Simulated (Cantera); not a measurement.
A Cantera script and its output.

```python
import numpy as np
import cantera as ct

gas = ct.Solution("gri30.yaml")
gas.TPX = 650, 100000, {'CH4': 1, 'CO': 0.03, 'O2': 4.11, 'N2': 15.5}
inlet = ct.Reservoir(gas, clone=True)
gas.equilibrate("HP")  # start burning
reactor = ct.IdealGasConstPressureReactor(gas, energy="on", clone=False)
exhaust = ct.Reservoir(gas, clone=True)
tau = [0.049, 0.024, 0.011, 0.0056, 0.0027, 0.0013, 0.00064, 0.00031, 0.00015, 7.4e-05, 3.6e-05, 1.7e-05][0]
for a, b in ((inlet, reactor), (reactor, exhaust)):
    ct.MassFlowController(a, b, mdot=lambda t: reactor.mass / tau)
net = ct.ReactorNet([reactor])
show = ['CH4', 'CO', 'O2', 'H2', 'C2H4', 'OH', 'C2H6']

rows = []
print(f"{'tau/s':>10s}{'T/K':>9s}" + "".join(f"{s:>11s}" for s in show))
for tau in [0.049, 0.024, 0.011, 0.0056, 0.0027, 0.0013, 0.00064, 0.00031, 0.00015, 7.4e-05, 3.6e-05, 1.7e-05]:
    net.initial_time = 0.0
    net.advance(30 * tau)
    before = gas.X
    net.advance(40 * tau)
    drift = np.max(np.abs(gas.X - before) / (gas.X + 1e-9))
    rows.append([gas.T, *gas[show].X, drift])
    print(f"{tau:10.3e}{gas.T:9.1f}" + "".join(f"{x:11.3e}" for x in gas[show].X))
```

Result:

```
     tau/s      T/K        CH4         CO         O2         H2       C2H4         OH       C2H6
 4.900e-02   1736.5  1.702e-05  4.255e-04  1.014e-01  1.020e-04  2.489e-09  1.193e-03  3.909e-10
 2.400e-02   1731.7  2.674e-05  6.873e-04  1.014e-01  1.608e-04  4.253e-09  1.475e-03  6.936e-10
 1.100e-02   1723.8  4.383e-05  1.159e-03  1.015e-01  2.635e-04  7.300e-09  1.845e-03  1.265e-09
 5.600e-03   1713.4  6.766e-05  1.818e-03  1.017e-01  4.000e-04  1.146e-08  2.211e-03  2.137e-09
 2.700e-03   1696.6  1.100e-04  2.946e-03  1.021e-01  6.176e-04  1.900e-08  2.632e-03  3.933e-09
 1.300e-03   1671.5  1.856e-04  4.774e-03  1.029e-01  9.318e-04  3.425e-08  3.023e-03  8.080e-09
 6.400e-04   1635.4  3.299e-04  7.663e-03  1.044e-01  1.353e-03  7.241e-08  3.274e-03  2.004e-08
 3.100e-04   1578.9  6.910e-04  1.271e-02  1.077e-01  1.967e-03  2.302e-07  3.192e-03  8.118e-08
 1.500e-04    650.0  4.845e-02  1.453e-03  1.991e-01 -5.039e-17 -1.236e-18  3.205e-18 -4.245e-18
 7.400e-05    650.0  4.845e-02  1.453e-03  1.991e-01 -3.743e-20 -1.047e-21  2.475e-18 -3.596e-21
 3.600e-05    650.0  4.845e-02  1.453e-03  1.991e-01  1.444e-21 -5.780e-24  1.643e-18 -1.985e-23
 1.700e-05    650.0  4.845e-02  1.453e-03  1.991e-01  4.127e-22 -3.138e-26  8.957e-19 -1.076e-25
```

Computed with Cantera and GRI-Mech 3.0 (53 species, 325 reactions).
